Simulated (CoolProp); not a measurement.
A single-stage vapour-compression cycle with ethylene: evaporating at 194.15 K (dew point), condensing at 221.15 K (bubble point), superheat 10 K, subcooling 0 K, compressor efficiency 0.85, no pressure losses. Each further row changes one setting.

Values from CoolProp's reference Helmholtz-energy equation of state, Smukala 2000.

| case | cooling COP | pressure ratio | discharge temperature (K) | refrigerating effect (kJ/kg) | volumetric capacity (kJ/m³) |
|---|---|---|---|---|---|
| as stated | 5.07 | 2.80 | 267.0 | 387 | 2440 |
| evaporating temperature 199.15 K | ___ | 2.26 | ___ | 391 | 3010 |
| condensing temperature 216.15 K | 6.41 | 2.36 | 255.9 | 401 | ___ |
| subcooling 5 K | 5.25 | 2.80 | 267.0 | 400 | 2520 |
| superheat 20 K | 4.97 | 2.80 | 278.6 | 401 | ___ |
| compressor efficiency 0.75 | 4.48 | 2.80 | 273.3 | 387 | 2440 |

Question: What belongs in the gaps?

Answer: 
- evaporating temperature 199.15 K, cooling COP: 6.54
- evaporating temperature 199.15 K, discharge temperature (K): 259.1
- condensing temperature 216.15 K, volumetric capacity (kJ/m³): 2530
- superheat 20 K, volumetric capacity (kJ/m³): 2390
